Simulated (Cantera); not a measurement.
Input: 1 mol TiO2, 1.5 mol C, 0.11 mol H2, at 1750 K and 0.100 bar.

Method: chemical equilibrium by Gibbs-energy minimisation in Cantera with the NASA 1993 tables (ideal gas, pure condensed phases). Candidate condensed phases: C, C6H6, C7H8, C8H18, H2O, Ti, TiC, TiO, TiO2, Ti2O3, Ti3O5, Ti4O7; 113 gas species. Mutual solubility and eutectic melting of coexisting phases are not modelled. TiC: taken at fixed stoichiometry. Rates play no part.

Base state: CO 0.909, H2 0.0908, H 0.000222, CO2 9.13e-5, H2O 3.30e-5 (mole fractions); condensed: TiC(s) + Ti2O3(s).

Q: What changes in the equilibrium state with this change: temperature from 1750 K to 2600 K?

A: 
```csv
species,before,after
CO,0.909,0.891
H2,0.0908,0.0629
H,0.000222,0.0304
TiO,2.46e-8,0.00776
Ti,<1e-9,0.00767
TiO2,1.68e-9,3.02e-5
CO2,9.13e-5,3.24e-5
"TiC(s), mol",0.400,0.245
"Ti2O3(s), mol",0.300,0
"TiO(l), mol",0,0.734
```
TiC, TiO: taken at fixed stoichiometry. Condensed phases not in the tables: solid solutions among these carbides, nitrides and lower oxides.
